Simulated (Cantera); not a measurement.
A Cantera script and what it prints.

```python
import numpy as np
import cantera as ct

gas_names = """
    CL CLO CL2 O O2 O3 Ti TiCL TiCL2 TiCL3 TiCL4 TiO TiOCL TiOCL2 TiO2
""".split()
cond_names = """
    Ti(a) Ti(b) Ti(L) TiCL2(s) TiCL3(s) TiCL4(L) TiO(a) TiO(b) TiO(L) TiO2(ru) TiO2(L) Ti2O3(a) Ti2O3(b)
    Ti2O3(L) Ti3O5(a) Ti3O5(b) Ti3O5(L) Ti4O7(s) Ti4O7(L)
""".split()


# ... load() reads the species with a 1 bar reference pressure and builds the phases ...
atoms = {
    'TiCl4': {'Ti': 1, 'CL': 4},
    'O2': {'O': 2},
}
top_T = {'TiCL2(s)': 1300, 'TiCL3(s)': 1000}  # K; cautious upper limits of use, not melting points


# ... equilibrate(T, P, feed) seeds the gas with the atoms and calls Mixture.equilibrate('TP', solver="vcs", rtol=1e-11, max_steps=5000) ...
results = []
feed = {'TiCl4': 1, 'O2': 0.8}  # mol
P = 1000  # Pa
for T in [625, 725, 825, 925, 1025, 1125, 1225, 1325, 1425, 1525, 1625, 1725]:
    mix = equilibrate(T, P, feed)
    results.append((T, P, feed, dict(zip(mix.species_names, mix.species_moles))))

top = {s: max(r[3][s] / sum(r[3][g] for g in gas_names) for r in results) for s in gas_names}
cols = sorted((s for s in top if top[s] > 1e-05), key=lambda s: -top[s])[:5]
seen = [c for c in cond_names if any(r[3].get(c, 0) > 1e-12 for r in results)]
print("log10 of partial pressures in bar; condensed amounts in mol")
print(f"{'T/K':>10s}" + "".join(f"{s[:9]:>10s}" for s in cols + seen))
for T, P, feed, n in results:
    ng = sum(n[g] for g in gas_names)
    print(f"{T:10.4g}" + "".join(f"{np.log10(max(n[s] / ng * P / 1e5, 1e-99)):10.3f}" for s in cols)
          + "".join(f"{n.get(c, 0):10.4g}" for c in seen))
```

It prints:

```
log10 of partial pressures in bar; condensed amounts in mol
       T/K       CL2        CL     TiCL4        O2     TiCL3  TiO2(ru)
       625    -2.051    -8.307    -2.954   -13.026   -16.848       0.8
       725    -2.051    -6.888    -2.954   -10.951   -14.283       0.8
       825    -2.051    -5.810    -2.954    -9.386   -12.343       0.8
       925    -2.052    -4.962    -2.954    -8.165   -10.823       0.8
      1025    -2.054    -4.279    -2.955    -7.189    -9.602       0.8
      1125    -2.060    -3.718    -2.958    -6.397    -8.599    0.7999
      1225    -2.078    -3.253    -2.966    -5.758    -7.760    0.7997
      1325    -2.119    -2.871    -2.982    -5.260    -7.045    0.7989
      1425    -2.201    -2.565    -3.012    -4.912    -6.424    0.7974
      1525    -2.348    -2.335    -3.060    -4.740    -5.869    0.7956
      1625    -2.575    -2.183    -3.120    -4.770    -5.352     0.795
      1725    -2.876    -2.098    -3.181    -4.991    -4.853    0.7956
```

Cantera equilibrium calculation (NASA polynomials, part measured and part estimated; ideal gas, pure solids and liquids). Condensed phases not in the tables: TiOCl.
